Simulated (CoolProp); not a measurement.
Vapour pressure (kPa) of ethanol: the reference equation beside estimates from Tc = 241.6 °C, pc = 6268 kPa, ω = 0.644. Clausius-Clapeyron is anchored at 107.75 °C with a constant enthalpy of vaporisation of 36.63 kJ/mol.

Values from CoolProp's reference Helmholtz-energy equation of state, Schroeder 2014.

```csv
T (°C),reference,Clausius-Clapeyron,Soave-Redlich-Kwong,Peng-Robinson
85.65,133.9,142.5,134.7,138.6
96.75,200.3,206.0,202.1,206.3
107.75,290.6,290.6,___,297.5
118.75,411.4,402.1,___,418.4
129.75,569.3,546.5,573.8,___
140.75,771.9,730.8,___,___
151.75,1027,962.7,1032,1027
162.85,1346,1254,1350,1341
173.85,___,___,1736,___
```

Task: Complete the blanks.

Result: 
- 107.75, Soave-Redlich-Kwong: 293.5
- 118.75, Soave-Redlich-Kwong: 415.2
- 129.75, Peng-Robinson: 575.4
- 140.75, Soave-Redlich-Kwong: 776.7
- 140.75, Peng-Robinson: 775.7
- 173.85, reference: 1732
- 173.85, Clausius-Clapeyron: 1607
- 173.85, Peng-Robinson: 1722

Absolute difference from the reference over all 9 rows, mean and median: Clausius-Clapeyron 4.6 and 5.3 %, Soave-Redlich-Kwong 0.6 and 0.6 %, Peng-Robinson 1.5 and 1.1 %.
